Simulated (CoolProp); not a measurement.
Computed with CoolProp (reference Helmholtz-energy equation of state, Lemmon 2003). It is a pseudo-pure fit of the blend.

Question: For R507A, give the phase and the cp (kJ/(kg K)), cv (kJ/(kg K)), speed of sound (m/s), viscosity (µPa s) at 381.8 K and 4.63 MPa.

Answer: 
- 381.8 K and 4.63 MPa: supercritical; cp 1.62, cv 1.02, speed of sound 136, viscosity 22.5

Viscosity comes from a separate model (Geller 2000).
